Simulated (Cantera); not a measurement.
What does this Cantera script print?

```python
import numpy as np
import cantera as ct

gas = ct.Solution("gri30.yaml")


def delay(T, t_max=10):
    gas.TPX = T, 600000, {'CH4': 1, 'CO': 0.054, 'O2': 3.49, 'N2': 13.1}
    reactor = ct.IdealGasConstPressureReactor(gas, clone=False)
    net = ct.ReactorNet([reactor])
    net.rtol, net.atol = 1e-8, 1e-16
    while net.time < t_max:
        t_old, T_old = net.time, reactor.T
        net.step()
        if reactor.T > T + 400:  # ignition: a rise of 400 K
            return t_old + (T + 400 - T_old) / (reactor.T - T_old) * (net.time - t_old)
    return np.nan


taus = []
for T in [1223, 1298, 1373, 1448, 1523, 1598, 1673, 1748, 1823, 1898]:
    taus.append(delay(T))
    print(f"T0 = {T:6g} K   tau = {taus[-1]:.4e} s")
```

Output:

```
T0 =   1223 K   tau = 4.9126e-03 s
T0 =   1298 K   tau = 1.9724e-03 s
T0 =   1373 K   tau = 8.4881e-04 s
T0 =   1448 K   tau = 3.8956e-04 s
T0 =   1523 K   tau = 1.9029e-04 s
T0 =   1598 K   tau = 9.8914e-05 s
T0 =   1673 K   tau = 5.4669e-05 s
T0 =   1748 K   tau = 3.2030e-05 s
T0 =   1823 K   tau = 1.9791e-05 s
T0 =   1898 K   tau = 1.2819e-05 s
```

Cantera simulation using GRI-Mech 3.0 (53 species, 325 reactions); the numbers are that mechanism's predictions, not measurements.
